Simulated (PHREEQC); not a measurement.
Solution (65 °C): 0.0039 mol H2SO4, 0.00017 mol H4SiO4 and 0.0037 mol H3BO3 per kg of water. Closed to the air; pH follows from the charge balance.

The numbers come from PHREEQC with the ion-association model, wateq4f.dat.

Each row changes one thing in this solution. This is a speciation only: nothing precipitates in the calculation.

| case | pH | ionic strength (mol/kgw) | H2BO3- (mol/kgw) | SI of Quartz (SiO2) |
|---|---|---|---|---|
| as made | 2.27 | 0.00772 | 8.47e-10 | -0.31 |
| H4SiO4 from 0.00017 to 8.5e-05 mol/kgw | 2.27 | 0.00772 | 8.47e-10 | -0.61 |
| temperature from 65 to 30 °C | ? | 0.00915 | 4.34e-10 | ? |
| H2SO4 left out | 5.69 | ? | 1.97e-6 | -0.31 |
| H2SO4 from 0.0039 to 0.00351 mol/kgw | 2.31 | 0.00709 | ? | -0.31 |
| temperature from 65 to 20 °C | ? | 0.00948 | 3.53e-10 | +0.29 |

Question: What belongs in the gaps?

Answer: 
- temperature from 65 to 30 °C, pH: 2.22
- temperature from 65 to 30 °C, SI of Quartz (SiO2): +0.14
- H2SO4 left out, ionic strength (mol/kgw): 2.06e-6
- H2SO4 from 0.0039 to 0.00351 mol/kgw, H2BO3- (mol/kgw): 9.22e-10
- temperature from 65 to 20 °C, pH: 2.21

Species that the database lacks are ignored. Some of these states are supersaturated (in Quartz (slow to form), for instance). Away from 25 °C the constants follow the database's enthalpies or fits; those with neither stay at their 25 °C values.
